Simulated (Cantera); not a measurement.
Gas mixture: CH3OH : C3H8 : C2H4 = 0.56 : 0.9 : 0.15 (molar parts), at 10.00 Torr, frozen composition.

Cantera's kinetic-theory transport with the Lennard-Jones parameters of GRI-Mech 3.0, ideal gas; thermal conductivity in the mixture-averaged form. Polar gases are described roughly by these parameters. The composition is frozen, though it would react at the higher temperatures.

One state of this run: ρ (kg/m³) = 0.00535; cp (J/kg/K) = 3799; μ (µPa s) = 28.6; λ (mW/m/K) = 141; Pr = 0.767; D (cm²/s) H2 = 399; D (cm²/s) CH3 = 119; D (cm²/s) NO = 103. D: mixture-averaged diffusion coefficient of that species in the mixture.

### Question
Which value of T (K) does it belong to?
A. 1150
B. 1400
C. 1900
D. 400

### Answer
A, 1150
